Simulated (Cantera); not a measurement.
An isothermal, constant-pressure homogeneous reactor starts with NO : N2 = 1 : 10 (molar parts), at 1800 K and 900 Torr.

Detailed kinetics in Cantera: GRI-Mech 3.0 (53 species, 325 reactions).

Problem. Predict: x(NO) at 10.0 s; x(O2) at 10.0 s; x(N2) at 10.0 s; x(N2O) at 10.0 s; x(O) at 10.0 s; x(NO2) at 10.0 s.

Solution. 
- x(NO) at 10.0 s: 0.0537 (gas-phase equilibrium 0.00211)
- x(O2) at 10.0 s: 0.0186 (gas-phase equilibrium 0.0444)
- x(N2) at 10.0 s: 0.928 (gas-phase equilibrium 0.953)
- x(N2O) at 10.0 s: 1.31e-6 (gas-phase equilibrium 1.46e-7)
- x(O) at 10.0 s: 1.55e-5 (gas-phase equilibrium 2.35e-5)
- x(NO2) at 10.0 s: 4.44e-5 (gas-phase equilibrium 2.66e-6)
